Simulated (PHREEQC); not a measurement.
# Copper plating or etch bath (model solution)

Solution (25 °C): 0.0023 mol/kgw CuSO4, 0.0016 mol/kgw HBF4 and 0.00063 mol/kgw FeCl3. Closed to the air; pH follows from the charge balance.

All values are PHREEQC results (ion-association model, phreeqc.dat), not measurements.

Each row changes one thing in this solution. No solid was allowed to form.

```
case                                            pH  ionic strength (mol/kgw)
--------------------------------------------  ----  ------------------------
as made                                       2.64                    0.0105
temperature from 25 to 65 °C                  2.75                   0.00963
CuSO4 left out                                2.59                         …
diluted 10-fold with water                       …                   0.00138
HBF4 left out                                 3.34                   0.00950
FeCl3 left out                                2.80                   0.00936
temperature from 25 to 30 °C                     …                         …
diluted 100-fold with water                      …                  0.000167
CuSO4 replaced by KHSO4 at the same molality  2.41                   0.00877
```

Question: Complete the blanks.

Answer: 
- CuSO4 left out, ionic strength (mol/kgw): 0.00307
- diluted 10-fold with water, pH: 3.37
- temperature from 25 to 30 °C, pH: 2.65
- temperature from 25 to 30 °C, ionic strength (mol/kgw): 0.0104
- diluted 100-fold with water, pH: 4.18

Some of these states are supersaturated (in Hematite (slow to form), Goethite (slow to form), Fe(OH)3(a), for instance). Constants without temperature data keep their 25 °C values here. Real BF4- forms and hydrolyses slowly; the run takes it at equilibrium. Fluoro complexes past AlF4- and FeF3 are missing from the database.
